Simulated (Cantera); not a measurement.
Diamond growth

A diamond (100) surface in a fixed gas of H2 with x(CH4) = 0.024, x(CH3) = 0.00015, at 1025 K, 15000 Pa; coverages are run to steady state.

Computed with Cantera and the Harris–Goodwin 1993 mechanism for the reconstructed diamond (100) surface.

```
x(H)     growth (µm/h)  θ c6HH  θ c6H*  θ c6*H   θ c6**   θ c6HM
-------  -------------  ------  ------  ------  -------  -------
0.0001            3.32   0.463  0.0137   0.262  0.00336    0.184
0.00023           5.93   0.479  0.0157   0.299  0.00566    0.143
0.00051           8.61   0.509  0.0175   0.334  0.00789   0.0936
0.0012            10.9   0.538  0.0190   0.362  0.00971   0.0502
0.0026            12.1   0.556  0.0198   0.378   0.0107   0.0258
0.0059            12.8   0.565  0.0204   0.386   0.0113   0.0120
0.013             13.2   0.570  0.0208   0.390   0.0116  0.00561
0.03              13.4   0.572  0.0215   0.391   0.0118  0.00247
0.068             13.5   0.573  0.0227   0.391   0.0120  0.00110
```
θ: site fractions in the mechanism's names (c6HH fully hydrogenated, c6H* and c6*H radical sites, c6** diradical, c6HM methylated).
